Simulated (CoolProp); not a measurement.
A single-stage vapour-compression cycle with carbonyl sulfide: evaporating at 259.15 K (dew point), condensing at 301.15 K (bubble point), superheat 2 K, subcooling 8 K, compressor efficiency 0.75, no pressure losses. Each further row changes one setting.

Values from CoolProp's reference Helmholtz-energy equation of state, Lemmon 2006. It is a short technical equation, of lower accuracy than the large ones.

| case | cooling COP | pressure ratio | discharge temperature (K) | refrigerating effect (kJ/kg) | volumetric capacity (kJ/m³) |
|---|---|---|---|---|---|
| as stated | 4.04 | 3.29 | 355.0 | 240 | 3000 |
| evaporating temperature 264.15 K | 4.75 | 2.80 | 347.3 | 242 | 3530 |
| condensing temperature 296.15 K | 4.68 | 2.91 | 344.5 | 246 | 3080 |
| subcooling 13 K | 4.15 | 3.29 | 355.0 | 246 | 3080 |
| superheat 12 K | 3.97 | 3.29 | 367.4 | 247 | 2950 |
| compressor efficiency 0.65 | 3.50 | 3.29 | 366.0 | 240 | 3000 |
